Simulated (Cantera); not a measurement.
A closed system holds: 1 mol SiF4, 0.099 mol CH4, 37 mol H2, at 1148.15 K and 1330 Pa.

Equilibrium computed with Cantera from the NASA thermochemical tables; the gas is ideal and each condensed phase is pure. Candidate condensed phases: C, C6H6, C7H8, C8H18, Si, SiC; 113 gas species. The tables' values for SiF3 are old estimates; treat these amounts as uncertain. Kinetics and transport are ignored.

Base state: H2 0.973, SiF4 0.0255, HF 0.000984, SiHF3 0.000448, CH4 0.000300, SiF3 0.000150 (mole fractions); condensed: C(graphite) + SiC(s).

**Question.** What changes in the equilibrium state with this change: pressure from 1330 Pa to 3600 Pa?

**Answer.** 
| species | before | after |
|---|---|---|
| H2 | 0.973 | 0.972 |
| SiF4 | 0.0255 | 0.0255 |
| CH4 | 0.000300 | 0.000809 |
| HF | 0.000984 | 0.000768 |
| SiF3 | 0.000150 | 0.000117 |
| SiHF3 | 0.000448 | 0.000574 |
| C(graphite), mol | 0.0840 | 0.0675 |
| SiC(s), mol | 0.00359 | 0.000590 |

**Question.** What changes in the equilibrium state with this change: temperature from 1148.15 K to 1450 K?

**Answer.** 
| species | before | after |
|---|---|---|
| H2 | 0.973 | 0.965 |
| SiF4 | 0.0255 | 0.0208 |
| HF | 0.000984 | 0.0103 |
| SiF2 | 1.13e-6 | 0.000233 |
| H | 6.14e-7 | 8.05e-5 |
| C(graphite), mol | 0.0840 | 0.0363 |
| SiC(s), mol | 0.00359 | 0.0608 |
The tables' values for SiF3, SiF2 are old estimates; treat these amounts as uncertain.

**Question.** What changes in the equilibrium state with this change: SiF4 replaced by SiCl4?

**Answer.** 
```tsv
species	before	after
H2	0.973	0.931
HCl	0	0.0516
SiCl4	0	0.00648
SiF4	0.0255	0
SiCl2	0	0.00627
SiHCl3	0	0.00235
SiCl3	0	0.00192
HF	0.000984	0
C(graphite), mol	0.0840	0
SiC(s), mol	0.00359	0.0990
Si(s), mol	0	0.236
```
Mutual solubility and eutectic melting of coexisting phases are not modelled. The tables' values for SiCl3 are old estimates; treat these amounts as uncertain.
